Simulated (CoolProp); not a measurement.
Vapour-liquid equilibrium of benzene (1) + octamethylcyclotetrasiloxane (D4) (2) at 346.8 K; x and y are mole fractions of (1).

The numbers come from the multi-fluid Helmholtz-energy mixture model, Thol 2012 and Thol 2015; pair parameters Bell 2016 in CoolProp.

Q: Give the bubble pressure and the first vapour's composition at x = 0.35, 0.575, 0.95. Is there an azeotrope?

A: x = 0.35: 0.3101 bar, y = 0.944; x = 0.575: 0.4854 bar, y = 0.976; x = 0.95: 0.7856 bar, y = 0.998. No azeotrope shows between x = 0.05 and 0.95.

Pair parameters are fitted to limited data, so mixtures are less certain than the pure fluids. The gap from Raoult's law changes sign with composition, which may be real or a fault of the pair parameters; it wasn't checked against measurements.
